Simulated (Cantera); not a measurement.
**Ignition delay**

Mixture: 6.65 % C₃H₈, 19.5 % O₂, 73.8 % N₂, at 0.350 bar, adiabatic and at constant pressure. Ignition delay is the time to a rise of 400 K.

Computed with Cantera and GRI-Mech 3.0 (53 species, 325 reactions). GRI-Mech 3.0 was tuned for natural gas; its chemistry of propane as a main component is partial and can be far from experiment.

```csv
T0 (K),delay (ms)
1125,52.2
1200,10.3
1275,2.59
1350,0.844
1425,0.345
1500,0.171
1575,0.0980
1650,0.0630
```

```
Property                                                 Value
--------------------------------------------------  ----------
apparent activation energy between 1500 and 1650 K  140 kJ/mol
```
